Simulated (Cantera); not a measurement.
Gas mixture: 54.5 % C3H8, 45.5 % C2H6, at 660 Pa, frozen composition.

Cantera's kinetic-theory transport with the Lennard-Jones parameters of GRI-Mech 3.0, ideal gas; thermal conductivity in the multicomponent form. The composition is frozen, though it would react at the higher temperatures.

D: mixture-averaged diffusion coefficient of that species in the mixture.

| T (K) | ρ (kg/m³) | cp (J/kg/K) | μ (µPa s) | λ (mW/m/K) | Pr | D (cm²/s) H2 | D (cm²/s) OH | D (cm²/s) N2 |
|---|---|---|---|---|---|---|---|---|
| 400 | 0.00748 | 2146 | 11.5 | 32.5 | 0.756 | ? | 49.8 | 33.1 |
| 500 | 0.00599 | 2562 | 14.0 | 47.3 | 0.756 | ? | 73.8 | 49.3 |
| 600 | 0.00499 | 2937 | 16.3 | 63.2 | 0.756 | ? | 101 | 67.8 |
| 700 | 0.00428 | 3263 | 18.4 | 79.5 | 0.756 | ? | 132 | 88.5 |
| 800 | 0.00374 | 3541 | 20.4 | 95.7 | 0.755 | ? | 166 | 111 |
| 900 | 0.00333 | 3781 | 22.3 | 112 | 0.754 | ? | 202 | 136 |
| 1000 | 0.00299 | 4003 | 24.1 | 128 | 0.753 | ? | 242 | 162 |
| 1100 | 0.00272 | 4177 | 25.8 | 143 | 0.752 | ? | 284 | 191 |

Fill in the missing entries.


- 400, D (cm²/s) H2: 129
- 500, D (cm²/s) H2: 190
- 600, D (cm²/s) H2: 259
- 700, D (cm²/s) H2: 335
- 800, D (cm²/s) H2: 420
- 900, D (cm²/s) H2: 511
- 1000, D (cm²/s) H2: 609
- 1100, D (cm²/s) H2: 714
